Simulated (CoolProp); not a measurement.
Water along the isobar 245 bar: Z from the reference equation and from simpler models built on Tc = 647.1 K, pc = 220.6 bar, ω = 0.344; each cubic takes its own stable root.

Model: reference Helmholtz-energy equation of state, Wagner 2002, in CoolProp.

| T (K) | phase | reference | van der Waals | Redlich-Kwong | Soave-Redlich-Kwong | Peng-Robinson |
|---|---|---|---|---|---|---|
| 406.3 | liquid | 0.1384 | 0.2851 | 0.1965 | 0.1886 | 0.1673 |
| 433.5 | liquid | 0.1330 | 0.2745 | 0.1906 | 0.1823 | 0.1615 |
| 460.8 | liquid | 0.1289 | 0.2661 | 0.1863 | 0.1776 | 0.1572 |
| 488 | liquid | 0.1258 | 0.2598 | 0.1837 | 0.1746 | 0.1545 |
| 515.3 | liquid | 0.1240 | 0.2555 | 0.1829 | 0.1735 | 0.1534 |
| 542.5 | liquid | 0.1234 | 0.2535 | 0.1843 | 0.1745 | 0.1543 |
| 569.8 | liquid | 0.1245 | 0.2544 | 0.1884 | 0.1786 | 0.1580 |
| 597 | liquid | 0.1282 | 0.2594 | 0.1971 | 0.1875 | 0.1664 |
| 624.3 | liquid | 0.1373 | 0.2722 | 0.2151 | 0.2070 | 0.1848 |
| 651.5 | supercritical | 0.1782 | 0.3101 | 0.2717 | 0.2793 | 0.2556 |
| 678.8 | supercritical | 0.5371 | 0.5284 | 0.5346 | 0.5723 | 0.5427 |
| 706 | supercritical | 0.6486 | 0.6268 | 0.6321 | 0.6723 | 0.6425 |
| 733.3 | supercritical | 0.7179 | 0.6853 | 0.6934 | 0.7366 | 0.7074 |
